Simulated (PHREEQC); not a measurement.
# Hard or scaling water: an equilibrium model

Consider water at 60 °C with 0.0091 mol MgCl2 and 0.0001 mol Na2HPO4 per kg of water. Closed to the air; pH follows from the charge balance.

Equilibrium calculation in PHREEQC: ion-association model, phreeqc.dat.

This is a speciation only: nothing precipitates in the calculation.

Problem. Estimate the pH.

Solution. pH 7.21.

Problem. In which forms is P present?

Solution. MgHPO4 63 %, HPO4-2 19 %, H2PO4- 9.7 %, MgPO4- 5.1 %, MgH2PO4+ 2.8 % of the P.

Complexes and solids missing from the database can't appear. Away from 25 °C the constants follow the database's enthalpies or fits; those with neither stay at their 25 °C values.
